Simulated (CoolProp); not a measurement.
Vapour-liquid equilibrium of hydrogen sulfide (1) + n-butane (2) at 232.1 K; x and y are mole fractions of (1).

Values from CoolProp's multi-fluid Helmholtz-energy mixture model, Lemmon 2006 and Bücker 2006; pair parameters Kunz 2012.

```
x      bubble pressure, mixture model (kPa)  bubble pressure, Raoult's law (kPa)  y, mixture model  y, Raoult's law
-----  ------------------------------------  -----------------------------------  ----------------  ---------------
0.05                                    [?]                                27.35               [?]            0.449
0.125                                 93.00                                44.58             0.843            0.689
0.2                                   125.4                                61.82             0.890            0.795
0.275                                 149.5                                79.06             0.912            0.855
0.35                                  167.3                                96.29             0.925            0.893
0.425                                   [?]                                113.5             0.934            0.920
0.5                                   190.4                                130.8               [?]            0.939
0.575                                 198.4                                148.0             0.945            0.954
0.65                                  205.5                                165.2             0.950            0.966
0.725                                 212.3                                182.5             0.955            0.976
0.8                                   219.5                                199.7               [?]            0.984
0.875                                   [?]                                217.0               [?]            0.991
0.95                                  237.8                                234.2             0.985            0.997
```

Task: What belongs in the gaps?

Result: 
- 0.05, bubble pressure, mixture model (kPa): 50.47
- 0.05, y, mixture model: 0.696
- 0.425, bubble pressure, mixture model (kPa): 180.4
- 0.5, y, mixture model: 0.940
- 0.8, y, mixture model: 0.962
- 0.875, bubble pressure, mixture model (kPa): 227.8
- 0.875, y, mixture model: 0.971

The largest gap from Raoult's law is +108.6 % in bubble pressure, at x = 0.125. No azeotrope shows between x = 0.05 and 0.95.

The pair parameters rest on a limited set of measurements; away from them the model extrapolates. With so large a gap from Raoult's law the liquid may split in two, which this calculation doesn't test in full.
